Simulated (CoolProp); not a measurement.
A Linde-Hampson liquefier for dry air: isothermal reversible compression at 230 K from 1 atm to 25 MPa, throttling to 1 atm, return gas leaving the recuperator 10 K below the feed. Each further row changes one setting.

The numbers come from the reference Helmholtz-energy equation of state, Lemmon 2000 in CoolProp. It is a pseudo-pure fit of the blend.

```csv
case,liquid yield per pass,compression work (kJ/kg of gas)
as stated,0.169,351
high pressure 50 MPa,0.182,403
warm-end temperature 260 K,0.116,405
warm-end gap 15 K,0.157,351
```
